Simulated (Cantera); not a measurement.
A freely propagating, adiabatic, planar premixed flame of 9.25 % CH4, 19.1 % O2, 71.7 % N2, unburnt at 698 K and 0.560 bar; mixture-averaged transport, grid criteria slope 0.08 and curve 0.16, no radiation.

Computed with Cantera and GRI-Mech 3.0 (53 species, 325 reactions). Burning velocities carry a grid error of a few per cent, more on coarse grids.

x: mole fraction of selected species; z is measured from the peak of heat release.

```tsv
z (mm)	T (K)	u (m/s)	x CH4	x O2	x O	x C2H2	x H2	x H2O
-1.52	698	2.01	0.0924	0.190	<1e-8	<1e-8	0.000849	2.23e-5
-1.01	699	2.02	0.0922	0.190	<1e-8	[?]	0.00255	0.000204
-0.758	703	2.04	0.0916	0.189	6.06e-8	[?]	0.00486	0.000947
-0.505	738	2.15	0.0886	0.186	1.00e-6	[?]	0.00977	0.00581
-0.253	1040	3.07	0.0668	0.161	3.46e-5	[?]	0.0194	0.0400
-0.126	1419	4.24	0.0378	0.123	0.000236	[?]	0.0247	0.0810
0	1792	5.42	0.00996	0.0757	0.00136	[?]	0.0253	0.124
0.126	1953	5.92	0.000960	0.0461	0.00417	[?]	0.0202	0.145
0.253	1991	6.02	4.94e-5	0.0347	0.00615	[?]	0.0167	0.150
0.505	2026	6.09	1.82e-7	0.0288	0.00678	<1e-8	0.0159	0.150
1.01	2071	6.20	<1e-8	0.0260	0.00628	<1e-8	0.0157	0.150
2.02	2132	6.36	<1e-8	0.0240	0.00522	<1e-8	0.0144	0.154
4.04	2208	6.55	<1e-8	0.0215	0.00391	<1e-8	0.0123	0.159
```

### Question
What belongs in the gaps?

### Answer

- -1.01, x C2H2: 1.14e-8
- -0.758, x C2H2: 8.90e-8
- -0.505, x C2H2: 1.14e-6
- -0.253, x C2H2: 2.26e-5
- -0.126, x C2H2: 8.13e-5
- 0, x C2H2: 0.000151
- 0.126, x C2H2: 3.54e-5
- 0.253, x C2H2: 1.61e-6
